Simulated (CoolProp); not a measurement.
Saturation properties of n-dodecane (Tc = 385.0 °C, pc = 18.18 bar, ω = 0.574).

Computed with CoolProp (reference Helmholtz-energy equation of state, Lemmon 2004). It is a short technical equation, of lower accuracy than the large ones.

```json
[
 {"T (°C)": "134.85", "p (bar)": "0.08840", "enthalpy of vaporisation (kJ/kg)": "302.2", "liquid cp (kJ/(kg K))": "2.627", "surface tension (mN/m)": "15.7", "vapour viscosity (µPa s)": "6.15", "liquid conductivity (mW/(m K))": "111"},
 {"T (°C)": "144.35", "p (bar)": "0.1251", "enthalpy of vaporisation (kJ/kg)": "297.2", "liquid cp (kJ/(kg K))": "2.665", "surface tension (mN/m)": "15.0", "vapour viscosity (µPa s)": "6.30", "liquid conductivity (mW/(m K))": "109"},
 {"T (°C)": "153.95", "p (bar)": "0.1743", "enthalpy of vaporisation (kJ/kg)": "292.0", "liquid cp (kJ/(kg K))": "2.704", "surface tension (mN/m)": "14.3", "vapour viscosity (µPa s)": "6.45", "liquid conductivity (mW/(m K))": "107"},
 {"T (°C)": "163.45", "p (bar)": "0.2375", "enthalpy of vaporisation (kJ/kg)": "286.9", "liquid cp (kJ/(kg K))": "2.743", "surface tension (mN/m)": "13.6", "vapour viscosity (µPa s)": "6.60", "liquid conductivity (mW/(m K))": "105"},
 {"T (°C)": "173.05", "p (bar)": "0.3193", "enthalpy of vaporisation (kJ/kg)": "281.6", "liquid cp (kJ/(kg K))": "2.783", "surface tension (mN/m)": "12.9", "vapour viscosity (µPa s)": "6.74", "liquid conductivity (mW/(m K))": "104"},
 {"T (°C)": "182.55", "p (bar)": "0.4213", "enthalpy of vaporisation (kJ/kg)": "276.2", "liquid cp (kJ/(kg K))": "2.822", "surface tension (mN/m)": "12.2", "vapour viscosity (µPa s)": "6.89", "liquid conductivity (mW/(m K))": "102"},
 {"T (°C)": "192.15", "p (bar)": "0.5497", "enthalpy of vaporisation (kJ/kg)": "270.7", "liquid cp (kJ/(kg K))": "2.862", "surface tension (mN/m)": "11.5", "vapour viscosity (µPa s)": "7.04", "liquid conductivity (mW/(m K))": "99.8"},
 {"T (°C)": "201.75", "p (bar)": "0.7075", "enthalpy of vaporisation (kJ/kg)": "265.1", "liquid cp (kJ/(kg K))": "2.903", "surface tension (mN/m)": "10.8", "vapour viscosity (µPa s)": "?", "liquid conductivity (mW/(m K))": "?"},
 {"T (°C)": "211.25", "p (bar)": "0.8973", "enthalpy of vaporisation (kJ/kg)": "259.3", "liquid cp (kJ/(kg K))": "?", "surface tension (mN/m)": "10.2", "vapour viscosity (µPa s)": "7.33", "liquid conductivity (mW/(m K))": "96.1"},
 {"T (°C)": "220.85", "p (bar)": "1.128", "enthalpy of vaporisation (kJ/kg)": "253.3", "liquid cp (kJ/(kg K))": "2.984", "surface tension (mN/m)": "?", "vapour viscosity (µPa s)": "7.48", "liquid conductivity (mW/(m K))": "94.2"},
 {"T (°C)": "230.35", "p (bar)": "?", "enthalpy of vaporisation (kJ/kg)": "247.1", "liquid cp (kJ/(kg K))": "3.025", "surface tension (mN/m)": "8.85", "vapour viscosity (µPa s)": "7.63", "liquid conductivity (mW/(m K))": "92.4"}
]
```

### Question
What belongs in the gaps?

### Answer

- 201.75, vapour viscosity (µPa s): 7.19
- 201.75, liquid conductivity (mW/(m K)): 97.9
- 211.25, liquid cp (kJ/(kg K)): 2.943
- 220.85, surface tension (mN/m): 9.50
- 230.35, p (bar): 1.400

It boils at 216.3 °C under 1 atm.

Viscosity comes from a separate model (Huber 2004). Thermal conductivity comes from a separate model (Huber 2004). Surface tension comes from a separate correlation (Mulero 2012).
